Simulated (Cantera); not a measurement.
Input (Python, Cantera):

```python
import numpy as np
import cantera as ct

gas = ct.Solution("gri30.yaml", transport_model="multicomponent")
show = ['CH3', 'NH3', 'N2']

rows = []
print(f"{'T/K':>7s}{'rho':>11s}{'cp':>10s}{'mu':>11s}{'lambda':>11s}{'Pr':>7s}" + "".join(f"{'D_' + s:>11s}" for s in show))
for T in [400, 600, 800, 1000, 1200, 1400, 1600, 1800, 2000]:
    gas.TPX = T, 23, {'O2': 0.26}
    Pr = gas.cp_mass * gas.viscosity / gas.thermal_conductivity
    D = [gas.mix_diff_coeffs_mole[gas.species_index(s)] for s in show]
    rows.append([gas.density, gas.cp_mass, gas.viscosity, gas.thermal_conductivity, Pr, *D])
    print(f"{T:7g}{gas.density:11.4e}{gas.cp_mass:10.1f}{gas.viscosity:11.4e}"
          f"{gas.thermal_conductivity:11.4e}{Pr:7.3f}" + "".join(f"{d:11.4e}" for d in D))
print("SI units: kg/m3, J/kg/K, Pa s, W/m/K, m2/s")
```

It prints:

```
    T/K        rho        cp         mu     lambda     Pr      D_CH3      D_NH3       D_N2
    400 2.2129e-04     941.4 2.5629e-05 3.3889e-02  0.712 1.6676e-01 1.6976e-01 1.5214e-01
    600 1.4752e-04    1002.6 3.4077e-05 4.8102e-02  0.710 3.3650e-01 3.5791e-01 3.0442e-01
    800 1.1064e-04    1054.7 4.1353e-05 6.1465e-02  0.710 5.4837e-01 5.9657e-01 4.9423e-01
   1000 8.8515e-05    1090.2 4.7912e-05 7.3669e-02  0.709 7.9798e-01 8.7944e-01 7.1776e-01
   1200 7.3762e-05    1114.2 5.3973e-05 8.4884e-02  0.708 1.0824e+00 1.2024e+00 9.7244e-01
   1400 6.3225e-05    1134.2 5.9661e-05 9.5570e-02  0.708 1.3994e+00 1.5626e+00 1.2564e+00
   1600 5.5322e-05    1151.4 6.5055e-05 1.0584e-01  0.708 1.7472e+00 1.9577e+00 1.5680e+00
   1800 4.9175e-05    1166.8 7.0208e-05 1.1579e-01  0.707 2.1246e+00 2.3863e+00 1.9061e+00
   2000 4.4257e-05    1181.2 7.5158e-05 1.2551e-01  0.707 2.5303e+00 2.8468e+00 2.2697e+00
SI units: kg/m3, J/kg/K, Pa s, W/m/K, m2/s
```

Detailed kinetics in Cantera: GRI-Mech 3.0 (53 species, 325 reactions).
